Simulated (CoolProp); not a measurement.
Computed with CoolProp (reference Helmholtz-energy equation of state, Thol 2017).

For decamethyltetrasiloxane (MD2M), give the phase and the speed of sound (m/s), fugacity coefficient at 467.9 K and 3.1 MPa; 507.7 K and 3.1 MPa; 537.5 K and 3.1 MPa.


- 467.9 K and 3.1 MPa: liquid; speed of sound 491, fugacity coefficient 0.0437
- 507.7 K and 3.1 MPa: liquid; speed of sound 402, fugacity coefficient 0.0965
- 537.5 K and 3.1 MPa: liquid; speed of sound 339, fugacity coefficient 0.155
